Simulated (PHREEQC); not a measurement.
0.19 g of hydrous ferric oxide (600 m²/g; 0.2 weak and 0.005 strong sites per Fe, Dzombak-Morel constants, diffuse double layer) in 1 kg of water with 0.001 mol/kgw of an inert sodium salt, at 25 °C; the pH is set by adding NaOH or the inert anion's acid. O2 is buffered at 0.21 atm. The system is closed to CO2. No solid was allowed to form.

Equilibrium calculation in PHREEQC: ion-association model, wateq4f.dat.

**Question.** Predict surface charge σ (C/m²), surface potential ψ (mV) at pH = 6.67, 8.67, 9.33, 10, 10.67.

**Answer.** 
```
pH     surface charge σ (C/m²)  surface potential ψ (mV)
-----  -----------------------  ------------------------
6.67                     0.009                        83
8.67                    -0.003                       -32
9.33                    -0.007                       -70
10                      -0.016                      -107
10.67                   -0.035                      -141
```
